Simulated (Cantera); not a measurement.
Feed: 1 mol Al, 0.07 mol O₂, 280 mol N₂, at 2073 K.

Cantera equilibrium calculation (NASA polynomials, part measured and part estimated; ideal gas, pure solids and liquids). Candidate condensed phases: Al, AlN, Al₂O₃; 16 gas species. Mutual solubility and eutectic melting of coexisting phases are not modelled. Condensed phases not in the tables: aluminium oxynitride. Kinetics and transport are ignored.

### Question
What share of the Al ends up in condensed phases as a function of P (Pa), at 10, 61, 370, 2200, 13000, 82000, 500000, 3000000?

### Answer
```csv
P (Pa),Al condensed (%),as
10,1.9,Al₂O₃(s)
61,1.2,Al₂O₃(s)
370,0.0,-
2200,0.0,-
13000,25.3,AlN(s)
82000,93.8,AlN(s) + Al₂O₃(s)
500000,99.6,AlN(s) + Al₂O₃(s)
3000000,100.0,AlN(s) + Al₂O₃(s)
```
